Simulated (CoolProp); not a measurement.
Values from CoolProp's reference Helmholtz-energy equation of state, Span 2000.

Problem. For nitrogen, give the phase and the cp (kJ/(kg K)), speed of sound (m/s), expansivity (1/kK), conductivity (mW/(m K)) at 187.4 K and 16100 kPa.

Solution. 
- 187.4 K and 16100 kPa: supercritical; cp 1.94, speed of sound 370, expansivity 9.92, conductivity 42.6

Thermal conductivity comes from a separate model (Lemmon 2004).
